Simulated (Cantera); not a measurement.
A closed system holds: 1 mol B, 17 mol H2O, 3 mol NH3, equilibrated at 1575 K and 100 Torr.

Method: chemical equilibrium by Gibbs-energy minimisation in Cantera with the NASA 1993 tables (ideal gas, pure condensed phases). Candidate condensed phases: B, BN, B2O3, B3O3H3, H2O; 39 gas species. Gases not in the tables: H3BO3. The numbers say what is thermodynamically allowed, not how fast it happens.

Base state: H2O 0.638, H2 0.255, N2 0.0638, HBO2 0.0421, B2O3 0.000125, H 5.75e-5, (HBO2)3 5.42e-5, HBO 1.43e-5 (mole fractions); condensed: gas only.

Problem. What changes in the equilibrium state with this change: NH3 from 3 to 0.17 mol?

Solution. 
```tsv
species	before	after
H2O	0.638	0.841
H2	0.255	0.0984
HBO2	0.0421	0.0554
N2	0.0638	0.00477
HBO	1.43e-5	5.51e-6
(HBO2)3	5.42e-5	0.000123
OH	5.22e-6	1.11e-5
```

Problem. What changes in the equilibrium state with this change: temperature from 1575 K to 1150 K?

Solution. 
```csv
species,before,after
H2O,0.638,0.670
H2,0.255,0.261
N2,0.0638,0.0653
HBO2,0.0421,0.000885
(HBO2)3,5.42e-5,0.00284
B2O3,0.000125,1.25e-8
HBO,1.43e-5,1.10e-8
H,5.75e-5,1.04e-7
"B2O3(l), mol",0,0.392
```
